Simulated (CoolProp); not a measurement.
Vapour-liquid equilibrium of R227EA (1) + isobutane (2) at 0.0661 MPa; x and y are mole fractions of (1).

Values from CoolProp's multi-fluid Helmholtz-energy mixture model, Lemmon 2016 and Bücker 2006; pair parameters Bell 2016.

### Question
Give the bubble temperature and the first vapour's composition at x = 0.2, 0.575, 0.95. Is there an azeotrope?

### Answer
x = 0.2: -32.6 °C, y = 0.453; x = 0.575: -33.7 °C, y = 0.530; x = 0.95: -28.6 °C, y = 0.836. y crosses x between x = 0.5 and 0.575: the model has an azeotrope there.

The pair parameters rest on a limited set of measurements; away from them the model extrapolates.
